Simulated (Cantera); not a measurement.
What does this Cantera script print?

```python
import numpy as np
import cantera as ct

gas = ct.Solution("SiF4_NH3_mec.yaml", "gas")
gas.TPX = 2200, 101325, {'NH3': 6.8, 'H2': 11}
inlet = ct.Reservoir(gas, clone=True)

reactor = ct.IdealGasConstPressureReactor(gas, energy="off", clone=False)
exhaust = ct.Reservoir(gas, clone=True)
tau = [11, 3.2, 0.97, 0.29, 0.089, 0.027, 0.0081, 0.0024, 0.00074][0]
for a, b in ((inlet, reactor), (reactor, exhaust)):
    ct.MassFlowController(a, b, mdot=lambda t: reactor.mass / tau)
net = ct.ReactorNet([reactor])
show = ['NH3', 'H2', 'N2H2', 'NH2', 'H', 'N2H4', 'NH']

rows = []
print(f"{'tau/s':>10s}{'T/K':>9s}" + "".join(f"{s:>11s}" for s in show))
for tau in [11, 3.2, 0.97, 0.29, 0.089, 0.027, 0.0081, 0.0024, 0.00074]:
    net.initial_time = 0.0
    net.advance(30 * tau)
    before = gas.X
    net.advance(40 * tau)
    drift = np.max(np.abs(gas.X - before) / (gas.X + 1e-9))
    rows.append([gas.T, *gas[show].X, drift])
    print(f"{tau:10.3e}{gas.T:9.1f}" + "".join(f"{x:11.3e}" for x in gas[show].X))
```

Result:

```
     tau/s      T/K        NH3         H2       N2H2        NH2          H       N2H4         NH
 1.100e+01   2200.0  7.227e-04  8.565e-01  1.101e-09  1.347e-05  5.164e-03  1.949e-11  2.026e-06
 3.200e+00   2200.0  1.388e-03  8.562e-01  3.824e-09  2.533e-05  5.053e-03  6.889e-11  3.725e-06
 9.700e-01   2200.0  2.799e-03  8.556e-01  1.304e-08  4.794e-05  4.739e-03  2.468e-10  6.603e-06
 2.900e-01   2200.0  6.825e-03  8.537e-01  4.743e-08  9.786e-05  3.960e-03  1.029e-09  1.125e-05
 8.900e-02   2200.0  2.034e-02  8.460e-01  1.721e-07  2.111e-04  2.840e-03  4.793e-09  1.744e-05
 2.700e-02   2200.0  6.008e-02  8.214e-01  5.758e-07  4.396e-04  1.945e-03  2.081e-08  2.529e-05
 8.100e-03   2200.0  1.455e-01  7.672e-01  1.575e-06  7.992e-04  1.365e-03  6.880e-08  3.378e-05
 2.400e-03   2200.0  2.570e-01  6.961e-01  3.072e-06  1.171e-03  1.028e-03  1.476e-07  3.996e-05
 7.400e-04   2200.0  3.325e-01  6.480e-01  4.086e-06  1.375e-03  8.694e-04  2.038e-07  4.193e-05
```

Cantera simulation using the gas-phase N/H chemistry of the illustrative SiF4/NH3 mechanism in the Surface Chemkin manual (1991); the numbers are that mechanism's predictions, not measurements. Walls and surfaces, which speed up NH3 decomposition in real reactors, are not modelled.
